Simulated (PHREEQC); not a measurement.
Make-up at 35 °C and 100 atm: 0.0042 mol Cu(NO3)2, 6.5e-05 mol HNO3 and 0.0007 mol Na2SO4 per kg of water. Closed to the air; pH follows from the charge balance.

All values are PHREEQC results (ion-association model, phreeqc.dat), not measurements.

Precipitation was switched off in this run.

Question: Estimate the pH, specific conductance.

Answer: pH 4.24; specific conductance 1350 µS/cm.

Question: In which forms is S present?

Answer: SO4-2 76 %, CuSO4 24 % of the S.

Under pressure, the constants of complexes without a molar volume in the database are unreliable.
